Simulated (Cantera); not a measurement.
## Thermodynamics of fluorocarbon and chlorocarbon gases, feed CCl4 + H2

A closed system holds: 1 mol CCl4, a varied amount of H2, held at 3475 K and 1.13 Torr.

Equilibrium computed with Cantera from the NASA thermochemical tables; the gas is ideal and each condensed phase is pure. Candidate condensed phases: C, C6H6, C7H8, C8H18; 91 gas species. The tables' values for CCl are old estimates; treat these amounts as uncertain. The numbers say what is thermodynamically allowed, not how fast it happens.

| n(H2) (mol) | log p Cl | log p H | log p C | log p C2 | log p C3 |
|---|---|---|---|---|---|
| 0.09 | -2.92 | -4.27 | -3.67 | -4.70 | -4.82 |
| 0.13 | -2.93 | -4.12 | -3.67 | -4.71 | -4.83 |
| 0.19 | -2.94 | -3.96 | -3.68 | -4.73 | -4.85 |
| 0.28 | -2.95 | -3.81 | -3.69 | -4.75 | -4.89 |
| 0.4 | -2.97 | -3.68 | -3.71 | -4.78 | -4.93 |
| 0.58 | -3.00 | -3.54 | -3.73 | -4.82 | -4.99 |
| 0.84 | -3.04 | -3.42 | -3.75 | -4.87 | -5.07 |
| 1.2 | -3.08 | -3.31 | -3.79 | -4.94 | -5.17 |
| 1.8 | -3.15 | -3.20 | -3.84 | -5.04 | -5.33 |
| 2.6 | -3.23 | -3.11 | -3.90 | -5.17 | -5.51 |
| 3.7 | -3.31 | -3.05 | -3.97 | -5.31 | -5.73 |
log p: log10 of the partial pressure in bar; nothing condenses.

From 0.09 mol H2 to 3.7 mol H2 nothing is condensed. The main C-bearing gas is C throughout.
